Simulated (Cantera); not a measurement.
# Silicon oxide and oxynitride deposition: SiF4 + H2O + N2

Feed: 1 mol SiF4, 21 mol H2O, 4.1 mol N2, equilibrated at 75.0 Torr.

These are equilibrium values from Cantera (NASA tables, ideal gas, pure condensed phases), not measurements of a reactor. Candidate condensed phases: H2O, Si, SiO2, Si2N2O, Si3N4; 58 gas species. The tables hold silica as quartz up to 1696 K and as liquid above; real silica turns to tridymite and cristobalite and melts near 1996 K. Gases not in the tables: Si(OH)4. Equilibrium is a limit: real reactors are often held back by kinetics, nucleation or transport.

```tsv
T (K)	x H2O	x N2	x HF	x H2	x O2	n SiO2(β-quartz)	n SiO2(condensed)
1650	0.699	0.151	0.147	0.00117	0.000494	1.000	0
1675	0.699	0.151	0.147	0.00140	0.000590	1.000	0
1700	0.699	0.151	0.147	0.00168	0.000701	0	1.000
1725	0.698	0.151	0.147	0.00199	0.000829	0	1.000
1750	0.697	0.151	0.147	0.00236	0.000976	0	1.000
1775	0.697	0.151	0.147	0.00277	0.00114	0	1.000
1800	0.696	0.151	0.147	0.00325	0.00133	0	1.000
1825	0.695	0.151	0.147	0.00379	0.00155	0	1.000
1850	0.694	0.151	0.147	0.00440	0.00179	0	1.000
1875	0.693	0.151	0.147	0.00509	0.00206	0	1.000
1900	0.692	0.151	0.147	0.00587	0.00236	0	1.000
1925	0.690	0.151	0.147	0.00673	0.00270	0	1.000
1950	0.689	0.150	0.147	0.00770	0.00307	0	1.000
```
x: gas mole fraction; n: condensed amount in mol.

From 1650 K to 1675 K the condensed part is SiO2(β-quartz). From 1700 K to 1950 K the condensed part is SiO2(condensed).
